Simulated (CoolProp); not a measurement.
C3F8 (R218) at 298.15 K and 14.8 MPa flows at 2.5 m/s in a round tube of 100 mm bore and 0.25 µm roughness, fully developed (64/Re and Nu = 3.66 if laminar; Colebrook and Gnielinski if turbulent). Each further row changes one setting.

Computed with CoolProp (reference Helmholtz-energy equation of state, Lemmon 2006). It is a short technical equation, of lower accuracy than the large ones.

| case | Reynolds number | Darcy friction factor | pressure drop (Pa/m) | heat-transfer coefficient (W/(m² K)) | mass flow (kg/h) |
|---|---|---|---|---|---|
| as stated | 1420000 | 0.0110 | 505 | 2810 | 103000 |
| velocity 5 m/s | 2840000 | 0.00992 | 1810 | 5180 | 207000 |
| diameter 200 mm | 2840000 | 0.00986 | 226 | 2580 | 414000 |

Viscosity comes from a separate model (Huber 2003), an estimate that may be off by 10 % or more. Thermal conductivity comes from a separate model (Huber 2003), an estimate that may be off by 10 % or more.
